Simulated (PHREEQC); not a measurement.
A made-up water analysis in mg/L, 25 °C, pH 1.82, pe 8.2:

| constituent | mg/L |
|---|---|
| Na | 36.6 |
| K | 25.3 |
| Ca | 20.7 |
| Mg | 28 |
| Cl | 47.9 |
| S(6) as SO4 | 1660 |
| Zn | 6.95 |
| Al | 0.643 |
| Cu(2) | 0.0454 |
| Br | 10.5 |

Valence states are taken as typed.

All values are PHREEQC results (ion-association model, wateq4f.dat), not measurements.

No solid was allowed to form.

Task: Predict the ionic strength, charge-balance error.

Result: ionic strength 0.0344 mol/kgw; charge-balance error -10.2 %.

Task: In which forms is K present?

Result: K+ 97 %, KSO4- 3.0 % of the K.

Species that the database lacks are ignored.
